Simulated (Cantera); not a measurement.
Input (Python, Cantera) and output of one run.

```python
import numpy as np
import cantera as ct

gas_names = [...]  # 116 gases of nasa_gas.yaml made of C, H, Mg, O
cond_names = """
    C(gr) C6H6(L) C7H8(L) C8H18(L),n-octa H2O(s) H2O(L) Mg(cr) Mg(L) MgCO3(s) MgO(s) MgO(L) MgO2H2(s)
""".split()


# ... load() reads the species with a 1 bar reference pressure and builds the phases ...
atoms = {
    'MgO': {'Mg': 1, 'O': 1},
    'C': {'C': 1},
    'H2': {'H': 2},
}
top_T = {'C(gr)': 4500}  # K; cautious upper limits of use, not melting points


# ... equilibrate(T, P, feed) seeds the gas with the atoms and calls Mixture.equilibrate('TP', solver="vcs", rtol=1e-11, max_steps=5000) ...
results = []
feed = {'MgO': 1, 'C': 6.3, 'H2': 3.3}  # mol
T = 1248.15  # K
P = 3900  # Pa
mix = equilibrate(T, P, feed)
results.append((T, P, feed, dict(zip(mix.species_names, mix.species_moles))))
x = sorted(zip(gas.X, gas.species_names), reverse=True)
print(f"T = {T:g} K  P = {P:g} Pa  gas = {mix.phase_moles(0):.4g} mol")
print("   x: " + "  ".join(f"{s} {v:.3e}" for v, s in x if v > 1e-05))
print("   condensed (mol): " + ("  ".join(f"{mix.phase(i).name} {mix.phase_moles(i):.4g}"
      for i in range(1, mix.n_phases) if mix.phase_moles(i) > 1e-12) or "none"))
```

Output:

```
T = 1248.15 K  P = 3900 Pa  gas = 3.299 mol
   x: H2 9.993e-01  CH4 4.337e-04  CO 1.281e-04  Mg 1.279e-04
   condensed (mol): C(gr) 6.298  MgO(s) 0.9996
```

Cantera equilibrium calculation (NASA polynomials, part measured and part estimated; ideal gas, pure solids and liquids).
